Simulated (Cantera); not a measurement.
Input: 1 mol Si, 1.1 mol HCl, at 925 K and 7.70 mbar.

Equilibrium computed with Cantera from the NASA thermochemical tables; the gas is ideal and each condensed phase is pure. Candidate condensed phases: Si; 19 gas species. The tables' values for SiCl3 are old estimates; treat these amounts as uncertain. Rates play no part.

Base state: H2 0.640, SiCl4 0.301, SiHCl3 0.0324, HCl 0.0216, SiCl3 0.00283, SiCl2 0.00105, SiH2Cl2 0.000343 (mole fractions); condensed: Si(s).

**Question.** What changes in the equilibrium state with this change: pressure from 7.70 mbar to 11.0 Pa?

**Answer.** 
```json
[
 {"species": "H2", "before": "0.640", "after": "0.618"},
 {"species": "SiCl4", "before": "0.301", "after": "0.293"},
 {"species": "HCl", "before": "0.0216", "after": "0.0610"},
 {"species": "SiHCl3", "before": "0.0324", "after": "0.0108"},
 {"species": "SiH2Cl2", "before": "0.000343", "after": "3.90e-5"},
 {"species": "SiCl2", "before": "0.00105", "after": "0.00870"},
 {"species": "SiCl3", "before": "0.00283", "after": "0.00802"},
 {"species": "Si(s), mol", "before": "0.722", "after": "0.730"}
]
```
